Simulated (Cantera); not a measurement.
Standard-state values (1 bar) from the NASA 1993 polynomials, evaluated with Cantera. Values are per mole of reaction as written; species without (g) are pure solids or liquids, kept so even where they would boil at 1 bar.

Between 873 and 1123 K, where is each reaction favourable under standard conditions?
- MgI2 + 2 H(g) = Mg + 2 HI(g)


- MgI2 + 2 H(g) = Mg + 2 HI(g): ΔG° is -79 kJ at 873 K and -85 kJ at 1123 K; it stays negative (K > 1). ΔH° is -67 kJ and ΔS° 16 J/K at 1123 K.
